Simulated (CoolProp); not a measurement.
Ethanol along the isobar 34700 kPa: fugacity coefficient from the reference equation and from simpler models built on Tc = 514.7 K, pc = 6268 kPa, ω = 0.644; each cubic takes its own stable root.

Model: reference Helmholtz-energy equation of state, Schroeder 2014, in CoolProp.

| T (K) | phase | reference |
|---|---|---|
| 316.7 | liquid | 0.001323 |
| 321.5 | liquid | 0.001661 |
| 326.2 | liquid | 0.002059 |
| 330.9 | liquid | 0.002533 |
| 335.7 | liquid | 0.003108 |
| 340.4 | liquid | 0.003772 |
| 345.2 | liquid | 0.004565 |
| 349.9 | liquid | 0.005468 |
| 354.6 | liquid | 0.006512 |
| 359.4 | liquid | 0.007737 |
| 364.1 | liquid | 0.009108 |
| 368.9 | liquid | 0.01070 |
| 373.6 | liquid | 0.01246 |
| 378.3 | liquid | 0.01445 |
| 383.1 | liquid | 0.01671 |
| 387.8 | liquid | 0.01919 |

How far does each simpler model (van der Waals, Soave-Redlich-Kwong, Peng-Robinson) lie from the reference over these 16 states: mean and median of the absolute difference, and the worst?


- van der Waals: mean 1978.2 %, median 1570.7 %, worst +4832.0 % at 316.7 K and 34700 kPa
- Soave-Redlich-Kwong: mean 15.4 %, median 16.0 %, worst +17.2 % at 387.8 K and 34700 kPa
- Peng-Robinson: mean 8.7 %, median 8.9 %, worst +9.2 % at 340.4 K and 34700 kPa
